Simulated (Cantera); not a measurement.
Mixture: CO : H2 : CH4 : O2 : N2 = 1 : 0.21 : 0.73 : 1.15 : 4.31 (molar parts), equivalence ratio 1.8, at 9.87 atm, adiabatic and at constant volume. Ignition delay is the time to a rise of 400 K.

Detailed kinetics in Cantera: GRI-Mech 3.0 (53 species, 325 reactions).

Q: At T0 = 1250 K, what is the delay, and which 6 reactions control it most (d ln τ / d ln k, from doubling and halving each rate constant)?

A: The delay is 0.590 ms.
```json
[
 {"reaction": "H + O2 <=> O + OH", "d ln τ / d ln k": "-1.08", "faster rate": "shortens it"},
 {"reaction": "2 CH3 (+M) <=> C2H6 (+M)", "d ln τ / d ln k": "0.81", "faster rate": "lengthens it"},
 {"reaction": "CH3 + HO2 <=> CH3O + OH", "d ln τ / d ln k": "-0.53", "faster rate": "shortens it"},
 {"reaction": "CH4 + OH <=> CH3 + H2O", "d ln τ / d ln k": "0.52", "faster rate": "lengthens it"},
 {"reaction": "CO + HO2 <=> CO2 + OH", "d ln τ / d ln k": "0.33", "faster rate": "lengthens it"},
 {"reaction": "H2 + OH <=> H + H2O", "d ln τ / d ln k": "-0.28", "faster rate": "shortens it"}
]
```
